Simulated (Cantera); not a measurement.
An adiabatic, constant-pressure homogeneous reactor starts with CH4 : H2 : O2 : N2 = 1 : 0.41 : 1.7 : 20.4 (molar parts), equivalence ratio 1.3, at 1448 K and 0.710 bar. Integrator tolerance rtol = 1e-08.

Model: GRI-Mech 3.0 (53 species, 325 reactions), integrated in Cantera.

Q: What does this change do: pressure from 0.710 bar to 19.0 bar?

A: 
| quantity | before | after |
|---|---|---|
| time of steepest temperature rise | 1.80 ms | 0.152 ms |
| temperature at 1.00 s | 2160 K | 2167 K |
| equilibrium temperature | 2160 K | 2167 K |
| x(CH4) at 1.00 s | <1e-12 (gas-phase equilibrium <1e-12) | 1.16e-11 (gas-phase equilibrium 1.30e-11) |
| x(H2) at 1.00 s | 0.0193 (gas-phase equilibrium 0.0193) | 0.0193 (gas-phase equilibrium 0.0193) |
| x(O2) at 1.00 s | 1.98e-5 (gas-phase equilibrium 1.98e-5) | 8.21e-7 (gas-phase equilibrium 8.21e-7) |
| x(CH2O) at 1.00 s | 1.28e-10 (gas-phase equilibrium 1.28e-10) | 3.41e-9 (gas-phase equilibrium 3.41e-9) |
| x(C2H2) at 1.00 s | <1e-12 (gas-phase equilibrium <1e-12) | <1e-12 (gas-phase equilibrium <1e-12) |
| x(NO) at 1.00 s | 0.000116 (gas-phase equilibrium 0.000117) | 2.42e-5 (gas-phase equilibrium 2.42e-5) |
The pressure lies above the range GRI-Mech 3.0 was tuned for (to about 10 atm).

Q: What does this change do: H2 0.41 to 1.1 parts?

A: 
```json
[
 {"quantity": "time of steepest temperature rise", "before": "1.80 ms", "after": "0.701 ms"},
 {"quantity": "temperature at 1.00 s", "before": "2160 K", "after": "2139 K"},
 {"quantity": "equilibrium temperature", "before": "2160 K", "after": "2139 K"},
 {"quantity": "x(CH4) at 1.00 s", "before": "<1e-12 (gas-phase equilibrium <1e-12)", "after": "<1e-12 (gas-phase equilibrium <1e-12)"},
 {"quantity": "x(H2) at 1.00 s", "before": "0.0193 (gas-phase equilibrium 0.0193)", "after": "0.0403 (gas-phase equilibrium 0.0403)"},
 {"quantity": "x(O2) at 1.00 s", "before": "1.98e-5 (gas-phase equilibrium 1.98e-5)", "after": "3.81e-6 (gas-phase equilibrium 3.81e-6)"},
 {"quantity": "x(CH2O) at 1.00 s", "before": "1.28e-10 (gas-phase equilibrium 1.28e-10)", "after": "3.32e-10 (gas-phase equilibrium 3.32e-10)"},
 {"quantity": "x(C2H2) at 1.00 s", "before": "<1e-12 (gas-phase equilibrium <1e-12)", "after": "<1e-12 (gas-phase equilibrium <1e-12)"},
 {"quantity": "x(NO) at 1.00 s", "before": "0.000116 (gas-phase equilibrium 0.000117)", "after": "4.80e-5 (gas-phase equilibrium 4.81e-5)"}
]
```
